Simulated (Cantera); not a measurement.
Standard-state values (1 bar) from the NASA 1993 polynomials, evaluated with Cantera. Values are per mole of reaction as written; species without (g) are pure solids or liquids, kept so even where they would boil at 1 bar.

Si + Cl2(g) → SiCl2(g)

| T (K) | ΔH° (kJ) | ΔS° (J/K) | ΔG° (kJ) | log10 K |
|---|---|---|---|---|
| 425 | ___ | ___ | ___ | ___ |
| 500 | ___ | ___ | ___ | ___ |
| 575 | -169.7 | 37.0 | -191.0 | 17.35 |
| 650 | -170.1 | 36.4 | -193.7 | 15.57 |
| 725 | -170.5 | 35.8 | -196.4 | 14.15 |
| 800 | -170.9 | 35.2 | -199.1 | 13.00 |
| 875 | -171.3 | 34.7 | -201.7 | 12.04 |
| 950 | ___ | ___ | ___ | ___ |
| 1025 | -172.3 | 33.7 | -206.8 | 10.54 |
| 1100 | -172.8 | 33.2 | -209.3 | 9.94 |

Q: Some entries are withheld; supply them.

A: 
- 425, ΔH° (kJ): -169.0
- 425, ΔS° (J/K): 38.3
- 425, ΔG° (kJ): -185.3
- 425, log10 K: 22.78
- 500, ΔH° (kJ): -169.4
- 500, ΔS° (J/K): 37.6
- 500, ΔG° (kJ): -188.2
- 500, log10 K: 19.66
- 950, ΔH° (kJ): -171.8
- 950, ΔS° (J/K): 34.2
- 950, ΔG° (kJ): -204.3
- 950, log10 K: 11.23
